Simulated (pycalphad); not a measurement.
Source of the numbers: pycalphad with the COST 507 light-alloy database (1999); pressure 1 atm. These are 1990s assessments: newer ones move some temperatures and phases.

Molar enthalpy of Si-0.26Al (at.%) in equilibrium (SER reference):

```json
[
 {"T (K)": "1850", "H (kJ/mol)": "90.58", "phases": "LIQUID"},
 {"T (K)": "1770", "H (kJ/mol)": "88.41", "phases": "LIQUID"},
 {"T (K)": "1730", "H (kJ/mol)": "87.32", "phases": "LIQUID"},
 {"T (K)": "1690", "H (kJ/mol)": "86.23", "phases": "LIQUID"},
 {"T (K)": "1610", "H (kJ/mol)": "34.55", "phases": "DIAMOND_A4 + LIQUID"},
 {"T (K)": "1530", "H (kJ/mol)": "31.87", "phases": "DIAMOND_A4 + LIQUID"},
 {"T (K)": "1450", "H (kJ/mol)": "29.47", "phases": "DIAMOND_A4 + LIQUID"},
 {"T (K)": "1370", "H (kJ/mol)": "27.16", "phases": "DIAMOND_A4 + LIQUID"},
 {"T (K)": "1290", "H (kJ/mol)": "24.90", "phases": "DIAMOND_A4 + LIQUID"},
 {"T (K)": "1210", "H (kJ/mol)": "22.68", "phases": "DIAMOND_A4 + LIQUID"},
 {"T (K)": "1130", "H (kJ/mol)": "20.49", "phases": "DIAMOND_A4 + LIQUID"},
 {"T (K)": "1050", "H (kJ/mol)": "18.34", "phases": "DIAMOND_A4 + LIQUID"},
 {"T (K)": "970", "H (kJ/mol)": "16.22", "phases": "DIAMOND_A4 + LIQUID"},
 {"T (K)": "890", "H (kJ/mol)": "14.13", "phases": "DIAMOND_A4 + LIQUID"},
 {"T (K)": "850", "H (kJ/mol)": "13.05", "phases": "DIAMOND_A4 + FCC_A1"},
 {"T (K)": "810", "H (kJ/mol)": "12.03", "phases": "DIAMOND_A4 + FCC_A1"},
 {"T (K)": "730", "H (kJ/mol)": "10.02", "phases": "DIAMOND_A4 + FCC_A1"},
 {"T (K)": "650", "H (kJ/mol)": "8.04", "phases": "DIAMOND_A4 + FCC_A1"},
 {"T (K)": "570", "H (kJ/mol)": "6.10", "phases": "DIAMOND_A4 + FCC_A1"}
]
```

Cooling from 1690 K to 850 K, across the freezing range, releases 73.2 kJ/mol, or 2610 J/g. The slope is 27 J/(mol K) in the liquid and 26 J/(mol K) just below the solidus, where it includes any heat of precipitation. Liquidus 1686 K, solidus 850 K. Changes were sought between steps of 40 K, so a narrower field can be missed.

FCC_A1 is fcc; DIAMOND_A4 is diamond (Si).
